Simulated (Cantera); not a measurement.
A perfectly stirred reactor is fed with NH₃ : N₂ = 1 : 1.1 (molar parts), at 100.0 Torr; it is held at 1725 K, and followed from long to short residence time.

Model: the gas-phase N/H chemistry of the illustrative SiF4/NH3 mechanism in the Surface Chemkin manual (1991), integrated in Cantera. Walls and surfaces, which speed up NH3 decomposition in real reactors, are not modelled.

Q: What does this change do: temperature 1725 to 1850 K?

A: 
```json
[
 {"quantity": "x(NH₃) at τ = 0.690 s", "before": "0.409", "after": "0.281"},
 {"quantity": "x(N) at τ = 0.690 s", "before": "5.04e-8", "after": "2.34e-7"},
 {"quantity": "x(N₂H₂) at τ = 0.690 s", "before": "8.88e-7", "after": "9.42e-7"},
 {"quantity": "x(NH) at τ = 0.690 s", "before": "1.53e-6", "after": "4.22e-6"},
 {"quantity": "x(N₂) at τ = 0.690 s", "before": "0.523", "after": "0.521"},
 {"quantity": "x(NH₃) at τ = 76.0 ms", "before": "0.468", "after": "0.441"},
 {"quantity": "x(N) at τ = 76.0 ms", "before": "9.14e-9", "after": "9.29e-8"},
 {"quantity": "x(N₂H₂) at τ = 76.0 ms", "before": "1.03e-6", "after": "1.73e-6"},
 {"quantity": "x(NH) at τ = 76.0 ms", "before": "1.06e-6", "after": "3.74e-6"},
 {"quantity": "x(N₂) at τ = 76.0 ms", "before": "0.524", "after": "0.523"}
]
```

Q: What does this change do: NH3 1 to 1.5 parts?

A: 
```tsv
quantity	before	after
x(NH₃) at τ = 0.690 s	0.409	0.495
x(N) at τ = 0.690 s	5.04e-8	4.69e-8
x(N₂H₂) at τ = 0.690 s	8.88e-7	1.08e-6
x(NH) at τ = 0.690 s	1.53e-6	1.54e-6
x(N₂) at τ = 0.690 s	0.523	0.427
x(NH₃) at τ = 76.0 ms	0.468	0.567
x(N) at τ = 76.0 ms	9.14e-9	8.84e-9
x(N₂H₂) at τ = 76.0 ms	1.03e-6	1.27e-6
x(NH) at τ = 76.0 ms	1.06e-6	1.09e-6
x(N₂) at τ = 76.0 ms	0.524	0.424
```

Q: What does this change do: temperature 1725 to 1925 K?

A: 
```csv
quantity,before,after
x(NH₃) at τ = 0.690 s,0.409,0.186
x(N) at τ = 0.690 s,5.04e-8,4.88e-7
x(N₂H₂) at τ = 0.690 s,8.88e-7,7.91e-7
x(NH) at τ = 0.690 s,1.53e-6,6.69e-6
x(N₂) at τ = 0.690 s,0.523,0.519
x(NH₃) at τ = 76.0 ms,0.468,0.403
x(N) at τ = 76.0 ms,9.14e-9,2.79e-7
x(N₂H₂) at τ = 76.0 ms,1.03e-6,2.15e-6
x(NH) at τ = 76.0 ms,1.06e-6,7.23e-6
x(N₂) at τ = 76.0 ms,0.524,0.522
```
